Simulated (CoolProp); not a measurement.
Vapour-liquid equilibrium of n-heptane (1) + m-xylene (2) at 472.4 K; x and y are mole fractions of (1).

Computed with CoolProp (multi-fluid Helmholtz-energy mixture model, Span 2003 and Zhou 2012; pair parameters Bell 2016).

Question: Give the bubble pressure and the first vapour's composition at x = 0.125, 0.2, 0.425. Is there an azeotrope?

Answer: x = 0.125: 0.4890 MPa, y = 0.255; x = 0.2: 0.5360 MPa, y = 0.365; x = 0.425: 0.6640 MPa, y = 0.603. No azeotrope shows between x = 0.05 and 0.95.

Pair parameters are fitted to limited data, so mixtures are less certain than the pure fluids.
